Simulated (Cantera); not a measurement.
Input: 1 mol PbO, 87 mol H2, 2.5 mol H2O, held at 1000 Pa.

These are equilibrium values from Cantera (NASA tables, ideal gas, pure condensed phases), not measurements of a reactor. Candidate condensed phases: H2O, Pb, PbO, PbO2, Pb3O4; 12 gas species. Rates play no part. All values below are at 1473 K.

Base state: H2 0.950, H2O 0.0387, Pb 0.0110, H 0.000123 (mole fractions); condensed: gas only.

Task: What changes in the equilibrium state with this change: PbO replaced by V2O3?

Result: 
| species | before | after |
|---|---|---|
| H2 | 0.950 | 0.972 |
| H2O | 0.0387 | 0.0279 |
| H | 0.000123 | 0.000125 |
| Pb | 0.0110 | 0 |
| V2O3(s), mol | 0 | 1.000 |
Condensed phases not in the tables: the oxides between V2O3 and V2O5 other than VO2. Further candidate phases: V, VO, V2O3, V2O4, V2O5.
